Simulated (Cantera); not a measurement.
SiHCl₃ + N₂ (silicon nitride deposition)

A closed system holds: 1 mol SiHCl₃, 0.49 mol N₂, equilibrated at 825 K and 10000 Pa.

Equilibrium computed with Cantera from the NASA thermochemical tables; the gas is ideal and each condensed phase is pure. Candidate condensed phases: NH₄Cl, Si, Si₃N₄; 28 gas species. N₂ is the only nitrogen source here; it is nearly inert below about 1500 K, so the nitride shown seldom forms there in practice. Kinetics and transport are ignored.

- x(SiCl₄): 0.389
- x(HCl): 0.302
- x(H₂): 0.159
- x(N₂): 0.150
- x(SiHCl₃): 0.000253
- x(NH₃): 5.74e-6
- x(SiCl₃): 2.27e-6
- n(Si₃N₄(s)): 0.124 mol
- gas amount: 1.614 mol
- log10 activity of Si(s) (absent): -8.74
